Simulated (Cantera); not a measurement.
Input: 1 mol SiO2, 8.8 mol CO, 4.5 mol H2, equilibrated at 3230 Torr.

Equilibrium computed with Cantera from the NASA thermochemical tables; the gas is ideal and each condensed phase is pure. Candidate condensed phases: C, C6H6, C7H8, C8H18, H2O, Si, SiC, SiO2; 123 gas species. The tables hold silica as quartz up to 1696 K and as liquid above; real silica turns to tridymite and cristobalite and melts near 1996 K. Gases not in the tables: Si(OH)4. Kinetics and transport are ignored.

x: gas mole fraction; n: condensed amount in mol.

```csv
T (K),x CO,x H2,x CO2,x H2O,x CH4,n C(graphite),n SiO2(β-quartz)
973,0.254,0.257,0.278,0.174,0.0364,(withheld),1.00
1048,0.419,0.294,0.167,0.0988,0.0216,(withheld),1.00
1123,0.549,0.312,0.0782,0.0486,0.0123,(withheld),1.00
1198,0.616,0.322,0.0317,0.0227,0.00716,(withheld),1.00
1273,0.644,0.328,0.0128,0.0108,0.00435,(withheld),1.00
1348,0.654,0.332,0.00549,0.00545,0.00277,(withheld),1.00
1423,0.658,0.334,0.00254,0.00292,0.00183,(withheld),1.00
1498,0.660,0.336,0.00127,0.00166,0.00126,(withheld),1.000
1573,0.661,0.336,0.000675,0.000994,0.000893,(withheld),1.000
```

Problem. Fill in the missing entries.

Solution. 
- 973, n C(graphite): 3.72
- 1048, n C(graphite): 2.52
- 1123, n C(graphite): 1.34
- 1198, n C(graphite): 0.592
- 1273, n C(graphite): 0.249
- 1348, n C(graphite): 0.107
- 1423, n C(graphite): 0.0479
- 1498, n C(graphite): 0.0220
- 1573, n C(graphite): 0.0101
